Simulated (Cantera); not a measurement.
Charge: 1 mol ZrO₂, 53 mol H₂, at 1573.15 K and 0.00133 bar.

These are equilibrium values from Cantera (NASA tables, ideal gas, pure condensed phases), not measurements of a reactor. Candidate condensed phases: H₂O, Zr, ZrO₂; 12 gas species. The numbers say what is thermodynamically allowed, not how fast it happens.

Base state: H₂ 0.999, H 0.00111 (mole fractions); condensed: ZrO₂(tetragonal).

**Question.** What changes in the equilibrium state with this change: ZrO₂ replaced by Cu₂O?

**Answer.** 
```json
[
 {"species": "H₂", "before": "0.999", "after": "0.960"},
 {"species": "Cu", "before": "0", "after": "0.0199"},
 {"species": "H₂O", "before": "9.47e-9", "after": "0.0185"},
 {"species": "Cu₂", "before": "0", "after": "1.22e-5"},
 {"species": "H", "before": "0.00111", "after": "0.00109"},
 {"species": "ZrO₂(tetragonal), mol", "before": "1.00", "after": "0"},
 {"species": "Cu(l), mol", "before": "0", "after": "0.920"}
]
```
Further candidate phases: Cu, CuO, Cu(OH)₂, Cu₂O.
